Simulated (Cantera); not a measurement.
Thermodynamics of nitride etching, feed Si₃N₄ + H₂O + N₂

Input: 1 mol Si₃N₄, a varied amount of H₂O, 0.87 mol N₂, held at 1523 K and 0.0100 bar.

Cantera equilibrium calculation (NASA polynomials, part measured and part estimated; ideal gas, pure solids and liquids). Candidate condensed phases: H₂O, Si, SiO₂, Si₂N₂O, Si₃N₄; 35 gas species. Mutual solubility and eutectic melting of coexisting phases are not modelled. The tables hold silica as quartz up to 1696 K and as liquid above; real silica turns to tridymite and cristobalite and melts near 1996 K. Kinetics and transport are ignored.

From 0.29 mol H₂O to 1.4 mol H₂O the condensed part is Si₂N₂O(s) + Si₃N₄(s). From 1.7 mol H₂O to 3.9 mol H₂O the condensed part is SiO₂(β-quartz) + Si₂N₂O(s). The main Si-bearing gas is SiO throughout.

| n(H₂O) (mol) | log p N₂ | log p H₂ | log p SiO | log p H | log p H₂O | n Si₂N₂O(s) | n Si₃N₄(s) | n SiO₂(β-quartz) |
|---|---|---|---|---|---|---|---|---|
| 0.29 | -2.11 | -2.64 | -6.50 | -5.95 | -10.06 | 0.290 | 0.807 | 0 |
| 0.65 | -2.20 | -2.43 | -6.47 | -5.85 | -9.88 | 0.650 | 0.567 | 0 |
| 1 | -2.26 | -2.34 | -6.45 | -5.81 | -9.81 | 1.000 | 0.333 | 0 |
| 1.4 | -2.31 | -2.29 | -6.43 | -5.78 | -9.78 | 1.40 | 0.0667 | 0 |
| 1.7 | -2.34 | -2.27 | -4.61 | -5.77 | -6.14 | 1.43 | 0 | 0.131 |
| 2.1 | -2.37 | -2.24 | -4.60 | -5.76 | -6.13 | 1.30 | 0 | 0.397 |
| 2.5 | -2.39 | -2.23 | -4.59 | -5.75 | -6.12 | 1.16 | 0 | 0.663 |
| 2.8 | -2.41 | -2.22 | -4.59 | -5.74 | -6.11 | 1.06 | 0 | 0.862 |
| 3.2 | -2.42 | -2.21 | -4.58 | -5.74 | -6.11 | 0.929 | 0 | 1.13 |
| 3.5 | -2.43 | -2.20 | -4.58 | -5.74 | -6.10 | 0.829 | 0 | 1.33 |
| 3.9 | -2.45 | -2.19 | -4.57 | -5.73 | -6.10 | 0.695 | 0 | 1.59 |
log p: log10 of the partial pressure in bar; n: condensed amount in mol.
